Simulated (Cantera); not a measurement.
Charge: 1 mol CH3F, 6 mol H2, at 2102 °C and 0.0278 Torr.

Cantera equilibrium calculation (NASA polynomials, part measured and part estimated; ideal gas, pure solids and liquids). Candidate condensed phases: C, C6H6, C7H8, C8H18; 95 gas species. The numbers say what is thermodynamically allowed, not how fast it happens.

Base state: H 0.802, H2 0.120, HF 0.0737, C3 0.00173, C2H2 (acetylene) 0.000743, C 0.000736, F 0.000733, C2H 0.000270 (mole fractions); condensed: C(graphite).

### Question
What changes in the equilibrium state with this change: H2 from 6 to 0.055 mol?

### Answer
```tsv
species	before	after
H	0.802	0.591
HF	0.0737	0.336
H2	0.120	0.0651
CF	1.59e-5	9.85e-5
F	0.000733	0.00453
C2H2 (acetylene)	0.000743	0.000404
C2H	0.000270	0.000199
C	0.000736	0.000736
C(graphite), mol	0.889	0.978
```

### Question
What changes in the equilibrium state with this change: pressure from 0.0278 Torr to 0.255 Torr?

### Answer
| species | before | after |
|---|---|---|
| H | 0.802 | 0.491 |
| H2 | 0.120 | 0.412 |
| HF | 0.0737 | 0.0941 |
| C2 | 0.000156 | 1.69e-5 |
| C | 0.000736 | 8.01e-5 |
| C3 | 0.00173 | 0.000188 |
| F | 0.000733 | 0.000166 |
| CF | 1.59e-5 | 3.62e-6 |
| C(graphite), mol | 0.889 | 0.935 |
